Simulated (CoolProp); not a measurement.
A closed Brayton cycle with carbon dioxide: compressor inlet 312.15 K and 9.8 MPa, high pressure 18.2 MPa, turbine inlet 810 K, compressor efficiency 0.89, turbine efficiency 0.93, recuperator effectiveness 0.9 (on enthalpy, no pinch check). Each further row changes one setting.

Computed with CoolProp (reference Helmholtz-energy equation of state, Span 1996).

| case | thermal efficiency (%) | net work (kJ/kg) | compressor to turbine work | compressor exit (K) | turbine exit (K) |
|---|---|---|---|---|---|
| as stated | ___ | 70.9 | 0.16 | 331.0 | 733.2 |
| turbine inlet 760 K | 29.2 | ___ | ___ | 331.0 | 686.1 |
| compressor inlet 322.15 K | 30.4 | ___ | 0.25 | 360.5 | 733.2 |
| high pressure 15.5 MPa | ___ | 54.0 | 0.15 | ___ | 752.8 |
| recuperator effectiveness 0.5 | 16.1 | 70.9 | 0.16 | 331.0 | 733.2 |

Problem. Some entries are withheld; supply them.

Solution. 
- as stated, thermal efficiency (%): 30.3
- turbine inlet 760 K, net work (kJ/kg): 65.0
- turbine inlet 760 K, compressor to turbine work: 0.18
- compressor inlet 322.15 K, net work (kJ/kg): 63.6
- high pressure 15.5 MPa, thermal efficiency (%): 26.7
- high pressure 15.5 MPa, compressor exit (K): 325.9
